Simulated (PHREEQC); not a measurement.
PHREEQC input (ion-association model, wateq4f.dat):

```
SOLUTION_MASTER_SPECIES
  An  An-  0  An  62.0  # stands for a non-complexing anion
SOLUTION_SPECIES
  An- = An-
    -log_k 0
    -gamma 3.0 0
PHASES
  Fix_H+
    H+ = H+
    -log_k 0
SOLUTION 1
  temp 25
  units mmol/kgw
  pH 7 charge
  Na 50
  An 50
END
SELECTED_OUTPUT 1
  -reset false
  -pH true
  -pe true
  -ionic_strength true
  -water true
  -totals Na
  -molalities Hfo_wOH Hfo_wOH2+ Hfo_wO- Hfo_sOH Hfo_sOH2+ Hfo_sO-
USER_PUNCH 1
  -headings sigma psi
  10 PUNCH EDL("sigma", "Hfo"), EDL("psi", "Hfo")
PRINT
  -reset false
USE solution 1
SURFACE 1
  Hfo_wOH 0.00247191 600 1.1
  Hfo_sOH 6.17978e-05
EQUILIBRIUM_PHASES 1
  Fix_H+ -4 HAn 10
    -force_equality true
  O2(g) -0.68 10
END
# ... the last block is repeated for the other 16 points of pH, with NaOH or the acid as the point needs
```

Selected output (columns that matter, 17 of 17 rows; pH added in front):

```
pH	mu	Na	m_Hfo_wOH	m_Hfo_wOH2+	m_Hfo_wO-	m_Hfo_sOH	m_Hfo_sOH2+	m_Hfo_sO-	sigma	psi
4	0.051125	0.05	0.00050018	0.0019688	2.9111e-06	1.2505e-05	4.922e-05	7.2777e-08	0.29461	0.15942
4.5	0.050855	0.05	0.00085573	0.0016057	1.0447e-05	2.1393e-05	4.0143e-05	2.6118e-07	0.23906	0.14888
5	0.050632	0.05	0.0012084	0.0012365	2.7052e-05	3.0209e-05	3.0913e-05	6.7629e-07	0.18124	0.13488
5.5	0.050449	0.05	0.0014927	0.00092395	5.5247e-05	3.7318e-05	2.3099e-05	1.3812e-06	0.13018	0.11821
6	0.050306	0.05	0.0016882	0.00068894	9.477e-05	4.2205e-05	1.7223e-05	2.3693e-06	0.08904	0.099338
6.5	0.050197	0.05	0.0018041	0.000526	0.00014176	4.5104e-05	1.315e-05	3.544e-06	0.057582	0.078398
7	0.050117	0.05	0.0018633	0.00041851	0.00019006	4.6584e-05	1.0463e-05	4.7514e-06	0.034236	0.055523
7.5	0.050058	0.05	0.0018891	0.00034764	0.00023517	4.7228e-05	8.6909e-06	5.8793e-06	0.016854	0.031065
8	0.05001	0.05	0.0018973	0.00029696	0.00027769	4.7432e-05	7.424e-06	6.9422e-06	0.0028883	0.0056452
8.5	0.05004	0.050075	0.0018943	0.00025395	0.00032369	4.7357e-05	6.3489e-06	8.0922e-06	-0.01045	-0.019954
9	0.050101	0.05019	0.0018776	0.00021039	0.00038388	4.6941e-05	5.2598e-06	9.597e-06	-0.025998	-0.044924
9.5	0.050197	0.050356	0.0018357	0.00016318	0.00047307	4.5891e-05	4.0794e-06	1.1827e-05	-0.04644	-0.068554
10	0.050376	0.05063	0.0017476	0.00011478	0.00060954	4.3689e-05	2.8695e-06	1.5239e-05	-0.074145	-0.090357
10.5	0.050769	0.051149	0.0015883	7.1132e-05	0.00081245	3.9707e-05	1.7783e-06	2.0311e-05	-0.11109	-0.1101
11	0.051777	0.05232	0.001338	3.7405e-05	0.0010965	3.345e-05	9.3512e-07	2.7411e-05	-0.15871	-0.12757
11.5	0.054664	0.055406	0.00099328	1.5448e-05	0.0014631	2.4832e-05	3.8619e-07	3.6578e-05	-0.21695	-0.14208
12	0.063527	0.06449	0.00058456	4.1571e-06	0.0018831	1.4614e-05	1.0393e-07	4.7078e-05	-0.28158	-0.15156
```
